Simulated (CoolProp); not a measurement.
Vapour-liquid equilibrium of CHF3 (R23) (1) + R143a (2) at -4.75 °C; x and y are mole fractions of (1).

Computed with CoolProp (multi-fluid Helmholtz-energy mixture model, Penoncello 2003 and Lemmon and Jacobsen 2000; pair parameters Bell 2016).

```csv
x,bubble pressure (bar),y at the bubble point,dew pressure at overall composition x (bar),liquid density (mol/L)
0.05,5.942,___,5.545,12.53
0.2,8.038,___,___,12.98
0.35,10.41,0.623,7.335,___
0.5,12.91,0.750,8.756,___
0.65,15.48,0.842,___,14.32
0.8,18.11,0.914,14.21,14.74
0.95,___,0.979,19.62,15.15
```

Task: Some entries are withheld; supply them.

Result: 
- 0.05, y at the bubble point: 0.132
- 0.2, y at the bubble point: 0.431
- 0.2, dew pressure at overall composition x (bar): 6.314
- 0.35, liquid density (mol/L): 13.43
- 0.5, liquid density (mol/L): 13.88
- 0.65, dew pressure at overall composition x (bar): 10.86
- 0.95, bubble pressure (bar): 20.90

No azeotrope shows between x = 0.05 and 0.95.

The pair parameters rest on a limited set of measurements; away from them the model extrapolates.
